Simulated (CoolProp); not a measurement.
Properties of isohexane along the isotherm 440.5 K.

Computed with CoolProp (reference Helmholtz-energy equation of state, Lemmon 2006). It is a short technical equation, of lower accuracy than the large ones.

| p (kPa) | phase | density (kg/m³) | cp (kJ/(kg K)) | Joule-Thomson coefficient (K/MPa) |
|---|---|---|---|---|
| 1170 | gas | 37.20 | 2.692 | [?] |
| 2340 | liquid | 490.8 | 3.097 | 0.3242 |
| 3510 | liquid | 497.9 | 3.042 | 0.2222 |
| 4680 | liquid | 504.2 | 3.002 | 0.1464 |
| 5850 | liquid | 509.7 | 2.971 | 0.08729 |
| 7020 | liquid | 514.7 | 2.945 | 0.03968 |
| 8190 | liquid | 519.3 | [?] | 0.0003421 |
| 9360 | liquid | 523.6 | 2.906 | -0.03280 |
| 10500 | liquid | 527.5 | 2.891 | -0.06049 |
| 11700 | liquid | [?] | 2.877 | [?] |
| 12900 | liquid | 534.9 | 2.865 | [?] |
| 14000 | liquid | [?] | 2.855 | [?] |
| 15200 | liquid | 541.2 | 2.846 | -0.1433 |

Problem. Some entries are withheld; supply them.

Solution. 
- 1170, Joule-Thomson coefficient (K/MPa): 18.21
- 8190, cp (kJ/(kg K)): 2.924
- 11700, density (kg/m³): 531.3
- 11700, Joule-Thomson coefficient (K/MPa): -0.08577
- 12900, Joule-Thomson coefficient (K/MPa): -0.1078
- 14000, density (kg/m³): 538.0
- 14000, Joule-Thomson coefficient (K/MPa): -0.1258
